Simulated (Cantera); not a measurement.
# Thermodynamics of carbon deposition, reforming and gasification, feed acetone + H2

Input: 1 mol acetone, 0.41 mol H2, equilibrated at 750 Torr.

Method: chemical equilibrium by Gibbs-energy minimisation in Cantera with the NASA 1993 tables (ideal gas, pure condensed phases). Candidate condensed phases: C, C6H6, C7H8, C8H18, H2O; 110 gas species. The feed counts by its element totals alone. The numbers say what is thermodynamically allowed, not how fast it happens.

```json
[
 {"T (°C)": "825", "log p H2": "-0.13", "log p CO": "-0.67", "log p H": "-7.67", "log p CH4": "-1.69", "log p H2O": "-1.83", "log p C2H2 (acetylene)": "-8.02", "log p CO2": "-2.38", "log p C4H2": "<-12", "n C(graphite)": "1.99"},
 {"T (°C)": "975", "log p H2": "-0.12", "log p CO": "-0.65", "log p H": "-6.39", "log p CH4": "-2.19", "log p H2O": "-2.58", "log p C2H2 (acetylene)": "-6.73", "log p CO2": "-3.30", "log p C4H2": "<-12", "n C(graphite)": "1.99"},
 {"T (°C)": "1125", "log p H2": "-0.11", "log p CO": "-0.64", "log p H": "-5.38", "log p CH4": "-2.59", "log p H2O": "-3.18", "log p C2H2 (acetylene)": "-5.72", "log p CO2": "-4.05", "log p C4H2": "-11.76", "n C(graphite)": "1.99"},
 {"T (°C)": "1275", "log p H2": "-0.11", "log p CO": "-0.64", "log p H": "-4.57", "log p CH4": "-2.91", "log p H2O": "-3.67", "log p C2H2 (acetylene)": "-4.92", "log p CO2": "-4.64", "log p C4H2": "-10.14", "n C(graphite)": "2.00"},
 {"T (°C)": "1425", "log p H2": "-0.11", "log p CO": "-0.64", "log p H": "-3.90", "log p CH4": "-3.18", "log p H2O": "-4.07", "log p C2H2 (acetylene)": "-4.25", "log p CO2": "-5.13", "log p C4H2": "-8.80", "n C(graphite)": "2.00"},
 {"T (°C)": "1575", "log p H2": "-0.11", "log p CO": "-0.64", "log p H": "-3.33", "log p CH4": "-3.41", "log p H2O": "-4.40", "log p C2H2 (acetylene)": "-3.70", "log p CO2": "-5.54", "log p C4H2": "-7.69", "n C(graphite)": "2.00"},
 {"T (°C)": "1725", "log p H2": "-0.11", "log p CO": "-0.64", "log p H": "-2.85", "log p CH4": "-3.60", "log p H2O": "-4.69", "log p C2H2 (acetylene)": "-3.23", "log p CO2": "-5.88", "log p C4H2": "-6.75", "n C(graphite)": "1.99"},
 {"T (°C)": "1875", "log p H2": "-0.11", "log p CO": "-0.65", "log p H": "-2.44", "log p CH4": "-3.76", "log p H2O": "-4.93", "log p C2H2 (acetylene)": "-2.83", "log p CO2": "-6.17", "log p C4H2": "-5.94", "n C(graphite)": "1.99"},
 {"T (°C)": "2025", "log p H2": "-0.12", "log p CO": "-0.65", "log p H": "-2.08", "log p CH4": "-3.90", "log p H2O": "-5.14", "log p C2H2 (acetylene)": "-2.49", "log p CO2": "-6.42", "log p C4H2": "-5.24", "n C(graphite)": "1.97"},
 {"T (°C)": "2175", "log p H2": "-0.12", "log p CO": "-0.65", "log p H": "-1.76", "log p CH4": "-4.03", "log p H2O": "-5.33", "log p C2H2 (acetylene)": "-2.19", "log p CO2": "-6.64", "log p C4H2": "-4.64", "n C(graphite)": "1.94"},
 {"T (°C)": "2325", "log p H2": "-0.14", "log p CO": "-0.65", "log p H": "-1.49", "log p CH4": "-4.16", "log p H2O": "-5.50", "log p C2H2 (acetylene)": "-1.93", "log p CO2": "-6.83", "log p C4H2": "-4.10", "n C(graphite)": "1.89"}
]
```
log p: log10 of the partial pressure in bar; n: condensed amount in mol.

From 825 °C to 2325 °C the condensed part is C(graphite). The main C-bearing gas is CO throughout.
